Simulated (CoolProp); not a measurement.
Computed with CoolProp (reference Helmholtz-energy equation of state, Thol 2014).

Task: Give the vapour pressure (MPa), liquid density (kg/m³), vapour density (kg/m³), enthalpy of vaporisation (kJ/kg) of saturated diethyl ether at 352.4, 369, 372.3 K.

Result: 
| T (K) | p (MPa) | liquid density (kg/m³) | vapour density (kg/m³) | enthalpy of vaporisation (kJ/kg) |
|---|---|---|---|---|
| 352.4 | 0.395 | 639 | 11.3 | 315 |
| 369 | 0.594 | 616 | 16.9 | 296 |
| 372.3 | 0.642 | 611 | 18.2 | 292 |
